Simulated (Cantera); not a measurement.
What does this Cantera script print?

```python
import numpy as np
import cantera as ct

gas_names = """
    F F2 H HF H2 H2F2 H3F3 H4F4 H5F5 H6F6 H7F7 Si SiF SiF2 SiF3 SiF4 SiH SiHF3 SiH2 SiH2F2 SiH3 SiH3F
    SiH4 Si2 Si3
""".split()
cond_names = """
    Si(cr) Si(L)
""".split()


# ... load() reads the species with a 1 bar reference pressure and builds the phases ...
atoms = {
    'Si': {'Si': 1},
    'HF': {'H': 1, 'F': 1},
}
top_T = {}  # K; cautious upper limits of use, not melting points


# ... equilibrate(T, P, feed) seeds the gas with the atoms and calls Mixture.equilibrate('TP', solver="vcs", rtol=1e-11, max_steps=5000) ...
results = []
feed = {'Si': 1, 'HF': 3.7}  # mol
T = 623.15  # K
P = 3.8  # Pa
mix = equilibrate(T, P, feed)
results.append((T, P, feed, dict(zip(mix.species_names, mix.species_moles))))
print(gas.report(threshold=1e-06))
for i in range(1, mix.n_phases):
    print(f"{mix.phase(i).name:16s} {mix.phase_moles(i):12.5e} mol")
```

Output:

```
       temperature   623.15 K
          pressure   3.8 Pa
           density   2.645e-05 kg/m^3
  mean mol. weight   36.064 kg/kmol
   phase of matter   gas

                          1 kg             1 kmol
                     ---------------   ---------------
          enthalpy       -1.4498e+07       -5.2284e+08  J
   internal energy       -1.4641e+07       -5.2802e+08  J
           entropy            8504.9        3.0672e+05  J/K
    Gibbs function       -1.9798e+07       -7.1397e+08  J
 heat capacity c_p            1418.9             51169  J/K
 heat capacity c_v            1188.3             42855  J/K

                      mass frac. Y      mole frac. X     chem. pot. / RT
                     ---------------   ---------------   ---------------
                H2          0.037236           0.66611           -27.058
              SiF4           0.95878           0.33222           -359.11
             SiHF3         0.0039693         0.0016628           -283.57
            SiH2F2        1.1046e-05        5.8499e-06           -208.03
     [  +21 minor]        9.6316e-07        4.1959e-07

Si(cr)            7.38385e-02 mol
```

Equilibrium computed with Cantera from the NASA thermochemical tables; the gas is ideal and each condensed phase is pure.
